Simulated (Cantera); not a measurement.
Charge: 1 mol Nb₂O₅, 240 mol H₂, at 1575 K and 47.0 mbar.

Equilibrium computed with Cantera from the NASA thermochemical tables; the gas is ideal and each condensed phase is pure. Candidate condensed phases: H₂O, Nb, NbO, NbO₂, Nb₂O₅; 12 gas species. Condensed phases not in the tables: the oxides between NbO₂ and Nb₂O₅. The numbers say what is thermodynamically allowed, not how fast it happens.

Base state: H₂ 0.996, H₂O 0.00417, H 0.000191 (mole fractions); condensed: NbO₂(s).

Problem. What changes in the equilibrium state with this change: temperature from 1575 K to 2175 K?

Solution. 
```tsv
species	before	after
H₂	0.996	0.965
H	0.000191	0.0221
H₂O	0.00417	0.0116
NbO₂	1.11e-8	0.000756
NbO	<1e-9	5.75e-5
OH	2.91e-8	3.56e-5
NbO₂(s), mol	2.00	0
NbO(s), mol	0	1.80
```
NbO: taken at fixed stoichiometry.
